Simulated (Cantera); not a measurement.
Mixture: CH4 : O2 : N2 = 1 : 3.92 : 14.7 (molar parts), equivalence ratio 0.51, at 225 Torr, adiabatic and at constant volume. Ignition delay is the time to a rise of 400 K.

Cantera simulation using GRI-Mech 3.0 (53 species, 325 reactions); the numbers are that mechanism's predictions, not measurements.

What does this change do: pressure from 225 Torr to 6750 Torr?


| quantity | before | after |
|---|---|---|
| delay at 1125 K | 0.264 s | 10.4 ms |
| delay at 1275 K | 27.7 ms | 1.54 ms |
| delay at 1425 K | 4.86 ms | 0.310 ms |
| delay at 1575 K | 1.36 ms | 78.9 µs |
| apparent activation energy between 1500 and 1650 K | 150 kJ/mol | 170 kJ/mol |

What does this change do: pressure from 225 Torr to 7500 Torr?


```
quantity                                                before       after
--------------------------------------------------  ----------  ----------
delay at 1125 K                                        0.264 s     9.29 ms
delay at 1275 K                                        27.7 ms     1.39 ms
delay at 1425 K                                        4.86 ms    0.282 ms
delay at 1575 K                                        1.36 ms     72.4 µs
apparent activation energy between 1500 and 1650 K  150 kJ/mol  170 kJ/mol
```
